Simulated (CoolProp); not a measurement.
A simple Rankine cycle with n-heptane: condensing at 312.15 K, boiler at 0.627 MPa, turbine inlet 453.5 K, turbine efficiency 0.75, pump efficiency 0.7, no recuperator. Each further row changes one setting.

Values from CoolProp's reference Helmholtz-energy equation of state, Span 2003. It is a short technical equation, of lower accuracy than the large ones.

```
case                             thermal efficiency (%)  net work (kJ/kg)  heat in (kJ/kg)  turbine exit temperature (K)  volume ratio over the turbine
-------------------------------  ----------------------  ----------------  ---------------  ----------------------------  -----------------------------
as stated                                          15.6              96.4              618                         398.4                           56.6
turbine inlet 473.5 K                              15.3               102              669                         419.5                           55.0
condensing temperature 304.15 K                    16.5               105              636                         394.2                           81.1
boiler pressure 0.439 MPa                          14.4              90.5              627                         405.5                           37.6
turbine efficiency 0.65                            13.5              83.4              618                         404.6                           57.5
```
